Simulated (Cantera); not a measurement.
**SiO₂ + CO + H₂ (carbothermic reduction)**

Input: 1 mol SiO₂, 5 mol CO, a varied amount of H₂, at 1575 K and 1 atm.

Cantera equilibrium calculation (NASA polynomials, part measured and part estimated; ideal gas, pure solids and liquids). Candidate condensed phases: C, C₆H₆, C₇H₈, C₈H₁₈, H₂O, Si, SiC, SiO₂; 123 gas species. The tables hold silica as quartz up to 1696 K and as liquid above; real silica turns to tridymite and cristobalite and melts near 1996 K. Kinetics and transport are ignored.

```
n(H₂) (mol)  log p CO  log p H₂  log p CH₄  log p H₂O  log p CO₂  log p H  log p SiO  log p C₂H₂ (acetylene)  n C(graphite)  n SiO₂(β-quartz)
-----------  --------  --------  ---------  ---------  ---------  -------  ---------  ----------------------  -------------  ----------------
1.9             -0.13     -0.55      -3.85      -3.68      -3.72    -4.66      -4.75                   -5.23        0.00156             1.000
2.2             -0.15     -0.51      -3.76      -3.65      -3.76    -4.64      -4.73                   -5.19        0.00136             1.000
2.6             -0.18     -0.46      -3.66      -3.63      -3.80    -4.61      -4.71                   -5.14        0.00105             1.000
3.1             -0.20     -0.41      -3.56      -3.60      -3.86    -4.59      -4.68                   -5.09       0.000604             1.000
3.7             -0.23     -0.37      -3.47      -3.59      -3.92    -4.56      -4.65                   -5.04              0             1.000
4.4             -0.27     -0.32      -3.44      -3.54      -3.94    -4.54      -4.66                   -5.09              0             1.000
5.3             -0.31     -0.28      -3.40      -3.49      -3.97    -4.52      -4.67                   -5.15              0             1.000
6.2             -0.34     -0.25      -3.38      -3.45      -4.01    -4.51      -4.67                   -5.20              0             1.000
7.4             -0.39     -0.22      -3.36      -3.42      -4.05    -4.49      -4.67                   -5.25              0             1.000
8.8             -0.44     -0.19      -3.34      -3.39      -4.10    -4.48      -4.67                   -5.31              0             1.000
10              -0.47     -0.17      -3.34      -3.38      -4.14    -4.47      -4.66                   -5.36              0             1.000
```
log p: log10 of the partial pressure in bar; n: condensed amount in mol.

From 1.9 mol H₂ to 3.1 mol H₂ the condensed part is C(graphite) + SiO₂(β-quartz). From 3.7 mol H₂ to 10 mol H₂ the condensed part is SiO₂(β-quartz). The main Si-bearing gas is SiO throughout.
